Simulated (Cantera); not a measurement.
Gas mixture: 100 % H2O, at 1.00 bar, frozen composition.

Cantera's kinetic-theory transport with the Lennard-Jones parameters of GRI-Mech 3.0, ideal gas; thermal conductivity in the mixture-averaged form. Polar gases are described roughly by these parameters.

D: mixture-averaged diffusion coefficient of that species in the mixture.

```json
[
 {"T (K)": "400", "ρ (kg/m³)": "0.542", "cp (J/kg/K)": "1902", "μ (µPa s)": "14.0", "λ (mW/m/K)": "?", "Pr": "0.718", "D (cm²/s) CO2": "0.290", "D (cm²/s) C2H2": "0.306", "D (cm²/s) H2O": "0.000"},
 {"T (K)": "550", "ρ (kg/m³)": "0.394", "cp (J/kg/K)": "1985", "μ (µPa s)": "19.6", "λ (mW/m/K)": "?", "Pr": "0.718", "D (cm²/s) CO2": "0.542", "D (cm²/s) C2H2": "0.566", "D (cm²/s) H2O": "0.000"},
 {"T (K)": "700", "ρ (kg/m³)": "0.310", "cp (J/kg/K)": "2082", "μ (µPa s)": "25.2", "λ (mW/m/K)": "?", "Pr": "0.716", "D (cm²/s) CO2": "0.858", "D (cm²/s) C2H2": "0.888", "D (cm²/s) H2O": "0.000"},
 {"T (K)": "850", "ρ (kg/m³)": "0.255", "cp (J/kg/K)": "2185", "μ (µPa s)": "30.8", "λ (mW/m/K)": "?", "Pr": "0.713", "D (cm²/s) CO2": "1.23", "D (cm²/s) C2H2": "1.26", "D (cm²/s) H2O": "0.000"},
 {"T (K)": "1000", "ρ (kg/m³)": "0.217", "cp (J/kg/K)": "2292", "μ (µPa s)": "36.2", "λ (mW/m/K)": "?", "Pr": "0.712", "D (cm²/s) CO2": "1.66", "D (cm²/s) C2H2": "1.69", "D (cm²/s) H2O": "0.000"},
 {"T (K)": "1150", "ρ (kg/m³)": "0.188", "cp (J/kg/K)": "2401", "μ (µPa s)": "41.5", "λ (mW/m/K)": "?", "Pr": "0.713", "D (cm²/s) CO2": "2.13", "D (cm²/s) C2H2": "2.17", "D (cm²/s) H2O": "0.000"},
 {"T (K)": "1300", "ρ (kg/m³)": "0.167", "cp (J/kg/K)": "2502", "μ (µPa s)": "46.7", "λ (mW/m/K)": "?", "Pr": "0.715", "D (cm²/s) CO2": "2.64", "D (cm²/s) C2H2": "2.68", "D (cm²/s) H2O": "0.000"}
]
```

Question: Some entries are withheld; supply them.

Answer: 
- 400, λ (mW/m/K): 37.0
- 550, λ (mW/m/K): 54.2
- 700, λ (mW/m/K): 73.4
- 850, λ (mW/m/K): 94.5
- 1000, λ (mW/m/K): 117
- 1150, λ (mW/m/K): 140
- 1300, λ (mW/m/K): 163
